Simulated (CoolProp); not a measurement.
Properties of ethylene along the isobar 0.331 MPa (Tc = 282.4 K, pc = 5.042 MPa, ω = 0.087).

Computed with CoolProp (reference Helmholtz-energy equation of state, Smukala 2000).

```csv
T (K),phase,density (kg/m³),cp (kJ/(kg K)),expansivity (1/kK),fugacity coefficient
278.3,gas,4.110,1.504,3.864,0.9770
293.9,gas,3.877,___,3.619,0.9805
309.5,gas,3.670,1.596,3.407,0.9834
325.1,gas,3.485,1.646,3.221,0.9858
340.7,gas,3.319,___,3.056,0.9878
356.3,gas,3.168,1.752,2.908,0.9895
372,gas,3.030,___,2.774,0.9909
387.6,gas,2.904,1.860,2.653,0.9921
403.2,gas,2.789,1.914,2.543,0.9931
418.8,gas,2.683,___,2.442,0.9940
434.4,gas,2.584,2.020,2.349,0.9948
450,gas,2.493,___,2.263,0.9955
```

**Question.** Complete the blanks.

**Answer.** 
- 293.9, cp (kJ/(kg K)): 1.548
- 340.7, cp (kJ/(kg K)): 1.698
- 372, cp (kJ/(kg K)): 1.806
- 418.8, cp (kJ/(kg K)): 1.967
- 450, cp (kJ/(kg K)): 2.072
